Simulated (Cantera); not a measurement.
## Halide evaporation, hydrolysis and transport: NaCl + H2

A closed system holds: 1 mol NaCl, 360 mol H2, at 1675 °C.

Method: chemical equilibrium by Gibbs-energy minimisation in Cantera with the NASA 1993 tables (ideal gas, pure condensed phases). Candidate condensed phases: Na, NaCl; 10 gas species. Equilibrium is a limit: real reactors are often held back by kinetics, nucleation or transport.

From 0.100 Pa to 1.00 bar nothing is condensed. The main Na-bearing gas is Na at 0.100 Pa and NaCl at 1.00 bar.

```json
[
 {"P (Pa)": "0.100", "x H2": "0.338", "x H": "0.658", "x Na": "0.00185", "x HCl": "0.000754", "x NaCl": "2.12e-6", "x Cl": "0.00110", "x NaH": "7.73e-9", "x Na2Cl2": "<1e-12"},
 {"P (Pa)": "1", "x H2": "0.697", "x H": "0.299", "x Na": "0.00234", "x HCl": "0.00177", "x NaCl": "1.38e-5", "x Cl": "0.000569", "x NaH": "4.43e-8", "x Na2Cl2": "<1e-12"},
 {"P (Pa)": "10", "x H2": "0.888", "x H": "0.107", "x Na": "0.00256", "x HCl": "0.00235", "x NaCl": "5.63e-5", "x Cl": "0.000212", "x NaH": "1.73e-7", "x Na2Cl2": "<1e-12"},
 {"P (Pa)": "100", "x H2": "0.960", "x H": "0.0350", "x Na": "0.00254", "x HCl": "0.00247", "x NaCl": "0.000179", "x Cl": "6.77e-5", "x NaH": "5.64e-7", "x Na2Cl2": "2.15e-12"},
 {"P (Pa)": "1000", "x H2": "0.984", "x H": "0.0112", "x Na": "0.00229", "x HCl": "0.00227", "x NaCl": "0.000462", "x Cl": "1.94e-5", "x NaH": "1.63e-6", "x Na2Cl2": "1.44e-10"},
 {"P (Pa)": "10000", "x H2": "0.992", "x H": "0.00356", "x Na": "0.00183", "x HCl": "0.00182", "x NaCl": "0.000933", "x Cl": "4.91e-6", "x NaH": "4.12e-6", "x Na2Cl2": "5.87e-9"},
 {"P (Pa)": "100000", "x H2": "0.995", "x H": "0.00113", "x Na": "0.00129", "x HCl": "0.00129", "x NaCl": "0.00147", "x Cl": "1.10e-6", "x NaH": "9.20e-6", "x Na2Cl2": "1.46e-7"}
]
```
x: gas mole fraction; nothing condenses.
